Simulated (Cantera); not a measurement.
## Adiabatic ignition

An adiabatic, constant-volume homogeneous reactor starts with 5.25 % C2H4, 18.1 % O2, 70.3 % N2, 6.30 % H2O, at 1275 K and 1050 Torr.

Model: GRI-Mech 3.0 (53 species, 325 reactions), integrated in Cantera. GRI-Mech 3.0 was tuned for natural gas; its chemistry of ethylene as a main component is partial and can be far from experiment.

```
t (s)     T (K)  P (bar)  x C2H4    x O2   x H2O   x C2H2       x H
--------  -----  -------  ------  ------  ------  -------  --------
1.00e-6    1275     1.40  0.0525   0.181  0.0630  6.22e-9  9.74e-12
2.74e-6    1275     1.40  0.0525   0.181  0.0630  1.71e-8  4.78e-11
7.53e-6    1275     1.40  0.0525   0.181  0.0630  4.69e-8  1.98e-10
2.07e-5    1275     1.40  0.0525   0.181  0.0630  1.29e-7   1.39e-9
5.67e-5    1275     1.40  0.0525   0.181  0.0630  4.16e-7   1.12e-7
0.000156   2791     3.18  <1e-12  0.0382   0.137   <1e-12   0.00596
0.000427   2823     3.21  <1e-12  0.0350   0.140   <1e-12   0.00500
0.00117    2814     3.20  <1e-12  0.0324   0.140   <1e-12   0.00487
0.00321    2812     3.19  <1e-12  0.0317   0.140   <1e-12   0.00483
0.00882    2812     3.19  <1e-12  0.0317   0.140   <1e-12   0.00483
0.0242     2812     3.19  <1e-12  0.0317   0.140   <1e-12   0.00483
0.0664     2812     3.19  <1e-12  0.0317   0.140   <1e-12   0.00483
0.182      2812     3.19  <1e-12  0.0317   0.140   <1e-12   0.00483
0.500      2812     3.19  <1e-12  0.0317   0.140   <1e-12   0.00483
```
x: mole fraction; the columns are a selection and need not sum to one.

```
Item                                                              Result
---------------------------------  -------------------------------------
time of steepest temperature rise                               0.113 ms
temperature at 0.500 s                                            2812 K
equilibrium temperature                                           2812 K
x(C2H4) at 0.500 s                 <1e-12 (gas-phase equilibrium <1e-12)
x(O2) at 0.500 s                   0.0317 (gas-phase equilibrium 0.0317)
x(H2O) at 0.500 s                    0.140 (gas-phase equilibrium 0.140)
```
